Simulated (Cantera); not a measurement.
A freely propagating, adiabatic, planar premixed flame of CO : H₂ : CH₄ : O₂ : N₂ : CO₂ = 1 : 0.21 : 0.41 : 1.7 : 6.38 : 0.36 (molar parts), unburnt at 500 K and 9.40 bar; mixture-averaged transport, grid criteria slope 0.08 and curve 0.16, no radiation.

Cantera simulation using GRI-Mech 3.0 (53 species, 325 reactions); the numbers are that mechanism's predictions, not measurements. Burning velocities carry a grid error of a few per cent, more on coarse grids.

What does this change do: CH4 0.41 to 0.52 parts?


```csv
quantity,before,after
laminar burning velocity,40.0 cm/s,47.5 cm/s
thermal thickness,0.0741 mm,0.0665 mm
peak x(CH₂),6.37e-6,1.30e-5
peak x(C₂H₂),4.31e-6,1.45e-5
```

What does this change do: H2 0.21 to 0.16 parts?


| quantity | before | after |
|---|---|---|
| laminar burning velocity | 40.0 cm/s | 37.7 cm/s |
| thermal thickness | 0.0741 mm | 0.0771 mm |
| peak x(CH₂) | 6.37e-6 | 5.84e-6 |
| peak x(C₂H₂) | 4.31e-6 | 4.24e-6 |
